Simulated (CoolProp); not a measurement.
Vapour-liquid equilibrium of methanol (1) + water (2) at 70.35 °C; x and y are mole fractions of (1).

Values from CoolProp's multi-fluid Helmholtz-energy mixture model, de Reuck 1993 and Wagner 2002; pair parameters Bell 2016.

```
x     bubble pressure, mixture model (kPa)  bubble pressure, Raoult's law (kPa)  y, mixture model  y, Raoult's law
----  ------------------------------------  -----------------------------------  ----------------  ---------------
0.05                                 39.92                                36.45             0.236            0.174
0.15                                 53.89                                45.99             0.485            0.415
0.25                            (withheld)                                55.53             0.617            0.572
0.35                                 75.69                                65.07        (withheld)            0.684
0.45                                 84.59                                74.61        (withheld)            0.766
0.55                                 92.74                                84.15             0.814            0.831
0.65                                 100.5                                93.69             0.858            0.882
0.75                                 108.0                                103.2             0.899            0.923
0.85                                 115.5                                112.8             0.939            0.958
0.95                                 123.2                                122.3             0.979            0.987
```

### Question
Fill in the missing entries.

### Answer

- 0.25, bubble pressure, mixture model (kPa): 65.62
- 0.35, y, mixture model: 0.702
- 0.45, y, mixture model: 0.764

The largest gap from Raoult's law is +18.2 % in bubble pressure, at x = 0.25. No azeotrope shows between x = 0.05 and 0.95.

Pair parameters are fitted to limited data, so mixtures are less certain than the pure fluids.
